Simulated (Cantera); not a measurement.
# CH3Cl + H2 (fluorocarbon and chlorocarbon gases)

Feed: 1 mol CH3Cl, 0.82 mol H2, at 1223.15 K and 54.0 Torr.

Cantera equilibrium calculation (NASA polynomials, part measured and part estimated; ideal gas, pure solids and liquids). Candidate condensed phases: C, C6H6, C7H8, C8H18; 91 gas species. Rates play no part.

| Property | Value |
|---|---|
| x(H2) | 0.645 |
| x(HCl) | 0.355 |
| x(CH4) | 0.000398 |
| n(C(graphite)) | 0.999 mol |
| gas amount | 2.819 mol |
